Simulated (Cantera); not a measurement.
Reactions in the system C-O-Ta

Cantera with NASA thermochemical tables; ideal gases at 1 bar, condensed phases pure. Values are per mole of reaction as written; species without (g) are pure solids or liquids, kept so even where they would boil at 1 bar. TaC: taken at fixed stoichiometry.

3 Ta + 3 CO(g) → 3 TaC + O3(g)

```json
[
 {"T (K)": "548", "ΔH° (kJ)": "42.1", "ΔS° (J/K)": "-349.8", "ΔG° (kJ)": "233.8", "log10 K": "-22.28"},
 {"T (K)": "598", "ΔH° (kJ)": "42.9", "ΔS° (J/K)": "-348.3", "ΔG° (kJ)": "251.2", "log10 K": "-21.94"},
 {"T (K)": "648", "ΔH° (kJ)": "43.9", "ΔS° (J/K)": "-346.7", "ΔG° (kJ)": "268.6", "log10 K": "-21.65"},
 {"T (K)": "698", "ΔH° (kJ)": "44.9", "ΔS° (J/K)": "-345.2", "ΔG° (kJ)": "285.9", "log10 K": "-21.39"},
 {"T (K)": "748", "ΔH° (kJ)": "46.1", "ΔS° (J/K)": "-343.7", "ΔG° (kJ)": "303.1", "log10 K": "-21.17"},
 {"T (K)": "798", "ΔH° (kJ)": "47.2", "ΔS° (J/K)": "-342.2", "ΔG° (kJ)": "320.3", "log10 K": "-20.96"},
 {"T (K)": "848", "ΔH° (kJ)": "48.3", "ΔS° (J/K)": "-340.8", "ΔG° (kJ)": "337.3", "log10 K": "-20.78"},
 {"T (K)": "898", "ΔH° (kJ)": "49.5", "ΔS° (J/K)": "-339.4", "ΔG° (kJ)": "354.3", "log10 K": "-20.61"},
 {"T (K)": "948", "ΔH° (kJ)": "50.7", "ΔS° (J/K)": "-338.1", "ΔG° (kJ)": "371.3", "log10 K": "-20.46"},
 {"T (K)": "998", "ΔH° (kJ)": "52.0", "ΔS° (J/K)": "-336.8", "ΔG° (kJ)": "388.1", "log10 K": "-20.31"}
]
```
